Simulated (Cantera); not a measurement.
# Ammonia decomposition in nitride growth gas

A perfectly stirred reactor is fed with 37.0 % NH₃, 63.0 % H₂, at 1.68 atm; it is held at 1775 K, and followed from long to short residence time.

Detailed kinetics in Cantera: the gas-phase N/H chemistry of the illustrative SiF4/NH3 mechanism in the Surface Chemkin manual (1991). Walls and surfaces, which speed up NH3 decomposition in real reactors, are not modelled.

```
τ (s)    x NH₃   x H₂     x NH   x N₂H₄      x N₂   x N₂H₂     x NH₂
------  ------  -----  -------  -------  --------  -------  --------
18      0.0381  0.841  2.57e-7  3.20e-9     0.121  7.43e-9   2.27e-5
6.6     0.0636  0.824  3.95e-7  8.26e-9     0.112  1.90e-8   3.64e-5
2.4      0.105  0.798  5.83e-7  2.03e-8    0.0966  4.65e-8   5.70e-5
0.89     0.166  0.759  7.98e-7  4.38e-8    0.0746  1.01e-7   8.38e-5
0.33     0.238  0.713  9.99e-7  7.91e-8    0.0482  1.84e-7  0.000113
0.12     0.302  0.673  1.14e-6  1.15e-7    0.0249  2.72e-7  0.000136
0.044    0.341  0.648  1.21e-6  1.39e-7    0.0108  3.30e-7  0.000149
0.016    0.359  0.637  1.23e-6  1.49e-7   0.00418  3.55e-7  0.000154
0.0060   0.366  0.632  1.21e-6  1.49e-7   0.00156  3.56e-7  0.000155
0.0022   0.369  0.630  1.13e-6  1.40e-7  0.000524  3.29e-7  0.000150
```
x: mole fraction; the columns are a selection and need not sum to one.
